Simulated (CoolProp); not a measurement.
Vapour-liquid equilibrium of p-xylene (1) + n-nonane (2) at 0.00114 MPa; x and y are mole fractions of (1).

Values from CoolProp's multi-fluid Helmholtz-energy mixture model, Zhou 2012 and Lemmon 2006; pair parameters Bell 2016.

| x | bubble temperature (K) | y at the bubble point | dew temperature at overall composition x (K) | liquid density (mol/L) |
|---|---|---|---|---|
| 0.05 | 308.4 | 0.102 | 308.9 | 5.594 |
| 0.15 | 306.6 | 0.271 | 307.9 | 5.792 |
| 0.25 | 305.2 | 0.406 | 306.9 | 6.002 |
| 0.35 | 303.9 | 0.519 | 305.8 | 6.224 |
| 0.45 | 302.7 | 0.616 | 304.7 | 6.459 |
| 0.55 | 301.7 | 0.702 | 303.5 | 6.710 |
| 0.65 | 300.7 | 0.780 | 302.3 | 6.977 |
| 0.75 | 299.7 | 0.850 | 301.1 | 7.263 |
| 0.85 | 298.8 | 0.914 | 299.7 | 7.570 |
| 0.95 | 298.0 | 0.973 | 298.3 | 7.900 |

No azeotrope shows between x = 0.05 and 0.95.

The pair parameters rest on a limited set of measurements; away from them the model extrapolates.
